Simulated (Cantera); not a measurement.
A perfectly stirred reactor is fed with NH3 : H2 = 1 : 7.1 (molar parts), at 100.0 Torr; it is held at 1973 K, and followed from long to short residence time.

Detailed kinetics in Cantera: the gas-phase N/H chemistry of the illustrative SiF4/NH3 mechanism in the Surface Chemkin manual (1991). Walls and surfaces, which speed up NH3 decomposition in real reactors, are not modelled.

Q: Predict: x(NH3) at τ = 1.00 s; x(H2) at τ = 1.00 s; x(N2H4) at τ = 1.00 s; x(H) at τ = 1.00 s; x(N2H2) at τ = 1.00 s; x(NH3) at τ = 18.0 ms; x(H2) at τ = 18.0 ms; x(N2H4) at τ = 18.0 ms; x(H) at τ = 18.0 ms; x(N2H2) at τ = 18.0 ms.

A: 
```
Item                      Result
----------------------  --------
x(NH3) at τ = 1.00 s      0.0356
x(H2) at τ = 1.00 s        0.924
x(N2H4) at τ = 1.00 s    1.20e-9
x(H) at τ = 1.00 s       0.00113
x(N2H2) at τ = 1.00 s    1.24e-7
x(NH3) at τ = 18.0 ms      0.119
x(H2) at τ = 18.0 ms       0.878
x(N2H4) at τ = 18.0 ms   5.12e-9
x(H) at τ = 18.0 ms     0.000662
x(N2H2) at τ = 18.0 ms   4.00e-7
```
